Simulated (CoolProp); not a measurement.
A single-stage vapour-compression cycle with R124: evaporating at 294.15 K (dew point), condensing at 350.15 K (bubble point), superheat 5 K, subcooling 0 K, compressor efficiency 0.8, no pressure losses. Each further row changes one setting.

Computed with CoolProp (reference Helmholtz-energy equation of state, de Vries 1995).

```
case                              cooling COP  pressure ratio  discharge temperature (K)  refrigerating effect (kJ/kg)  volumetric capacity (kJ/m³)
--------------------------------  -----------  --------------  -------------------------  ----------------------------  ---------------------------
as stated                                2.82            4.37                      356.4                          85.1                         1740
evaporating temperature 299.15 K         3.26            3.74                      356.1                          88.0                         2090
condensing temperature 345.15 K          3.27      (withheld)                      351.4                          91.7                         1870
subcooling 5 K                           3.04            4.37                      356.4                          91.7                         1870
superheat 15 K                           2.92            4.37                 (withheld)                    (withheld)                         1820
compressor efficiency 0.7                2.47            4.37                      360.5                          85.1                         1740
```

**Question.** Fill in the missing entries.

**Answer.** 
- condensing temperature 345.15 K, pressure ratio: 3.91
- superheat 15 K, discharge temperature (K): 365.7
- superheat 15 K, refrigerating effect (kJ/kg): 93.1
